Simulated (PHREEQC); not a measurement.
**Acid mine or pickling water: an equilibrium model**

Synthetic water in mg/kgw, 50 °C, pH 3.89, pe 9.4:

```tsv
constituent	mg/kgw
Na	2450
K	11.9
Ca	87.1
Mg	343
Cl	1980
S(6) as SO4	4260
Cu(2)	1.28
```

Valence states are taken as typed.

Model: ion-association model, phreeqc.dat, run in PHREEQC.

This is a speciation only: nothing precipitates in the calculation.

Problem. Estimate the ionic strength.

Solution. ionic strength 0.156 mol/kgw.

Problem. In which forms is K present?

Solution. K+ 92 %, KSO4- 8.4 % of the K.

Away from 25 °C the constants follow the database's enthalpies or fits; those with neither stay at their 25 °C values.
